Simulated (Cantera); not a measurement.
A closed system holds: 1 mol CF4, 0.29 mol F2, a varied amount of H2, equilibrated at 133 Pa.

Method: chemical equilibrium by Gibbs-energy minimisation in Cantera with the NASA 1993 tables (ideal gas, pure condensed phases). Candidate condensed phases: C, C6H6, C7H8, C8H18; 95 gas species. Equilibrium is a limit: real reactors are often held back by kinetics, nucleation or transport.

Stable condensed phases, one row left out:

```
T in °C \ n(H2) in mol
         0.071  0.13  0.24  0.45  0.83   1.5   2.8   5.2   9.5    18
   2427      A     A     A     A     A     A     A     A     A     B
   2377      A     A     A     A     A     A     A     A     A     A
   2327      A     A     A     A     A     A     A     A     A     A
   2277      A     A     A     A     A     A     A     A     A     A
   2227      A     A     A     A     A     A     A     A     A     A
   2177      A     A     A     A     A     A     A     A     A     A
   2127      A     A     A     A     A     A     A     A     A     A
   2027      B     B     A     A     A     A     A     A     A     A
```

A: C; B: gas only.

Question: Give the row for 2077 °C.

Answer: 0.071: C; 0.13: C; 0.24: C; 0.45: C; 0.83: C; 1.5: C; 2.8: C; 5.2: C; 9.5: C; 18: C.
